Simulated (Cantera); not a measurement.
**Ignition delay**

Mixture: 29.6 % H2, 18.5 % O2, 51.9 % N2, equivalence ratio 0.80, at 1.48 atm, adiabatic and at constant volume. Ignition delay is the time to a rise of 400 K.

Model: GRI-Mech 3.0 (53 species, 325 reactions), integrated in Cantera. Where the delays flatten at high temperature, the 400 K rule measures the pace of heat release, not the induction time.

```tsv
T0 (K)	delay (ms)
1225	0.0225
1300	0.0156
1375	0.0116
1450	0.00915
1525	0.00754
```
